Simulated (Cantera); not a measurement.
A perfectly stirred reactor is fed with 0.974 % CH2O, 1.66 % O2, 97.4 % N2, equivalence ratio 0.59, at 7500 Torr; it is held at 1125 K, and followed from long to short residence time.

Detailed kinetics in Cantera: GRI-Mech 3.0 (53 species, 325 reactions).

x: mole fraction; the columns are a selection and need not sum to one.

```
τ (s)     x CH2O     x O2      x O      x H2   x CH2CO  x C2H2    x H2O
------  --------  -------  -------  --------  --------  ------  -------
11       5.08e-6  0.00697  1.54e-8   3.32e-6    <1e-12  <1e-12  0.00973
4.9      8.55e-6  0.00707  2.46e-8   6.52e-6    <1e-12  <1e-12  0.00972
2.3      1.37e-5  0.00722  3.67e-8   1.26e-5    <1e-12  <1e-12  0.00971
1.1      2.16e-5  0.00743  5.21e-8   2.44e-5    <1e-12  <1e-12  0.00968
0.49           ?  0.00776        ?         ?    <1e-12  <1e-12  0.00964
0.23           ?  0.00821        ?         ?    <1e-12  <1e-12  0.00956
0.11     9.21e-5  0.00879  1.09e-7  0.000192  1.39e-12  <1e-12  0.00943
0.050   0.000157  0.00954  1.20e-7  0.000371  4.81e-12  <1e-12  0.00917
0.023   0.000271   0.0104  1.21e-7  0.000668  1.41e-11  <1e-12  0.00874
0.011   0.000459   0.0112  1.12e-7   0.00105  3.35e-11  <1e-12  0.00814
0.0050  0.000801   0.0120  9.59e-8   0.00147  7.00e-11  <1e-12  0.00735
```

What belongs in the gaps?


- 0.49, x CH2O: 3.55e-5
- 0.49, x O: 7.23e-8
- 0.49, x H2: 5.06e-5
- 0.23, x CH2O: 5.70e-5
- 0.23, x O: 9.23e-8
- 0.23, x H2: 0.000100
